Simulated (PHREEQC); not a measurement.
Model water analysis in mg/kgw, 70 °C, pH 8.44, pe 12.4:

| constituent | mg/kgw |
|---|---|
| Na | 2.09 |
| K | 0.347 |
| Ca | 15.7 |
| Mg | 1.82 |
| Cl | 24.5 |
| S(6) as SO4 | 5.3 |
| Alkalinity as HCO3 | 11.4 |
| F | 0.0105 |
| O(0) (dissolved oxygen) | 0.509 |
| Ni | 1.05 |

Valence states are taken as typed.

All values are PHREEQC results (ion-association model, wateq4f.dat), not measurements.

This is a speciation only: nothing precipitates in the calculation.

**Question.** Order these C species by the share of C that they hold, largest first: CaCO3, CO3-2, CO2, HCO3-, NiCO3.

**Answer.** HCO3- (80 %), NiCO3 (13 %), CaCO3 (3.1 %), CO3-2 (1.9 %), CO2 (0.57 %)

**Question.** Order these S species by the share of S that they hold, largest first: CaSO4, MgSO4, SO4-2.

**Answer.** SO4-2 (90 %), CaSO4 (6.9 %), MgSO4 (2.8 %)

The pH is 8.44 and the ionic strength 0.00148 mol/kgw. In wateq4f.dat the enthalpy of Ni(OH)2 has the wrong sign, so its saturation index can't be trusted away from 25 °C. Constants without temperature data keep their 25 °C values here. The database's nickel carbonate constants are estimates that later reviews lower a good deal.
